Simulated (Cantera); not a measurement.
Cantera with NASA thermochemical tables; ideal gases at 1 bar, condensed phases pure. Values are per mole of reaction as written; species without (g) are pure solids or liquids, kept so even where they would boil at 1 bar.

### Question
Between 598 and 898 K, where is each reaction favourable under standard conditions?
- 2 Na₂CO₃ + 2 S = 2 Na₂S + 2 CO₂(g) + O₂(g)

### Answer
- 2 Na₂CO₃ + 2 S = 2 Na₂S + 2 CO₂(g) + O₂(g): ΔG° is 459 kJ at 598 K and 333 kJ at 898 K; it stays positive (K < 1). ΔH° is 698 kJ and ΔS° 406 J/K at 898 K.
